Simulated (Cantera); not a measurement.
Input (Python, Cantera):

```python
import numpy as np
import cantera as ct

gas = ct.Solution("gri30.yaml")
gas.TPX = 1650, 13332, {'CH4': 0.036, 'H2': 1, 'N2': 0.0024}
inlet = ct.Reservoir(gas, clone=True)

reactor = ct.IdealGasConstPressureReactor(gas, energy="off", clone=False)
exhaust = ct.Reservoir(gas, clone=True)
tau = [9.6, 4.4, 2, 0.92, 0.42, 0.19, 0.087, 0.04, 0.018, 0.0083, 0.0038][0]
for a, b in ((inlet, reactor), (reactor, exhaust)):
    ct.MassFlowController(a, b, mdot=lambda t: reactor.mass / tau)
net = ct.ReactorNet([reactor])
show = ['CH4', 'H2', 'CH2', 'H', 'C2H4']

rows = []
print(f"{'tau/s':>10s}{'T/K':>9s}" + "".join(f"{s:>11s}" for s in show))
for tau in [9.6, 4.4, 2, 0.92, 0.42, 0.19, 0.087, 0.04, 0.018, 0.0083, 0.0038]:
    net.initial_time = 0.0
    net.advance(30 * tau)
    before = gas.X
    net.advance(40 * tau)
    drift = np.max(np.abs(gas.X - before) / (gas.X + 1e-9))
    rows.append([gas.T, *gas[show].X, drift])
    print(f"{tau:10.3e}{gas.T:9.1f}" + "".join(f"{x:11.3e}" for x in gas[show].X))
```

Result:

```
     tau/s      T/K        CH4         H2        CH2          H       C2H4
 9.600e+00   1650.0  8.936e-03  9.761e-01  1.079e-08  2.418e-04  1.189e-04
 4.400e+00   1650.0  1.214e-02  9.744e-01  1.427e-08  2.389e-04  1.074e-04
 2.000e+00   1650.0  1.626e-02  9.723e-01  1.852e-08  2.354e-04  9.389e-05
 9.200e-01   1650.0  2.089e-02  9.699e-01  2.298e-08  2.316e-04  8.038e-05
 4.200e-01   1650.0  2.548e-02  9.675e-01  2.706e-08  2.276e-04  6.854e-05
 1.900e-01   1650.0  2.928e-02  9.655e-01  2.999e-08  2.236e-04  5.954e-05
 8.700e-02   1650.0  3.179e-02  9.642e-01  3.122e-08  2.190e-04  5.301e-05
 4.000e-02   1650.0  3.324e-02  9.635e-01  3.052e-08  2.116e-04  4.692e-05
 1.800e-02   1650.0  3.400e-02  9.631e-01  2.719e-08  1.972e-04  3.843e-05
 8.300e-03   1650.0  3.436e-02  9.629e-01  2.065e-08  1.704e-04  2.591e-05
 3.800e-03   1650.0  3.453e-02  9.629e-01  1.143e-08  1.259e-04  1.111e-05
```

Model: GRI-Mech 3.0 (53 species, 325 reactions), integrated in Cantera. GRI-Mech 3.0 stops at C3 and has no aromatics, soot or wall deposition, so with more carbon than oxygen in the feed, carbon stays in small species such as C2H2 where larger ones or solid carbon would form.
